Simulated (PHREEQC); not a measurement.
A column of 0.5 m (30 cells, dispersivity 0.025 m, 3600 s a shift, diffusion coefficient 3e-10 m²/s) holds 0.008 eq of the database's cation exchanger X per kg of pore water, first in equilibrium with 0.03 mol/kgw ZnSO4, 0.0036 mol/kgw KCl and 1e-05 mol/kgw HCl. It is flushed with 1.7 mmol/kgw MgCl2, 14 mmol/kgw KCl and 0.01 mmol/kgw HCl, at 25 °C. Values are for the last cell. The system is closed to CO2. Nothing may precipitate in this run.

All values are PHREEQC results (ion-association model, phreeqc.dat), not measurements.

```
pore volumes  Mg in solution (mol/kgw)  S in solution (mol/kgw)  Zn in solution (mol/kgw)  Cl in solution (mol/kgw)  K in solution (mol/kgw)  MgX2 on the exchanger (mol/kgw)
------------  ------------------------  -----------------------  ------------------------  ------------------------  -----------------------  -------------------------------
0                                    0                   0.0300                    0.0300                   0.00361                  0.00360                                0
0.2167                        1.08e-12                   0.0300                    0.0300                   0.00361                  0.00360                         8.85e-14
0.4167                         1.85e-6                   0.0299                    0.0299                   0.00365                  0.00361                          1.53e-7
0.5167                         1.72e-5                   0.0293                    0.0294                   0.00392                  0.00368                          1.43e-6
0.7167                        0.000153                   0.0246                    0.0253                   0.00610                  0.00446                          1.46e-5
0.9167                        0.000380                   0.0165                    0.0179                   0.00984                  0.00616                          4.83e-5
1.117                         0.000553                  0.00916                    0.0112                    0.0132                  0.00800                         0.000104
1.217                         0.000607                  0.00650                   0.00870                    0.0144                  0.00880                         0.000139
1.417                         0.000675                  0.00304                   0.00532                    0.0160                   0.0101                         0.000227
1.617                         0.000733                  0.00133                   0.00345                    0.0168                   0.0111                         0.000334
1.817                         0.000806                 0.000553                   0.00240                    0.0172                   0.0118                         0.000457
1.917                         0.000850                 0.000352                   0.00205                    0.0172                   0.0121                         0.000523
2.117                         0.000946                 0.000140                   0.00153                    0.0173                   0.0127                         0.000661
2.317                          0.00105                  5.42e-5                   0.00118                    0.0174                   0.0130                         0.000801
2.517                          0.00115                  2.07e-5                  0.000916                    0.0174                   0.0133                         0.000937
2.617                          0.00120                  1.28e-5                  0.000810                    0.0174                   0.0134                          0.00100
2.817                          0.00128                  4.81e-6                  0.000634                    0.0174                   0.0136                          0.00112
3.017                          0.00136                  1.79e-6                  0.000495                    0.0174                   0.0137                          0.00123
```

Species that the database lacks are ignored.
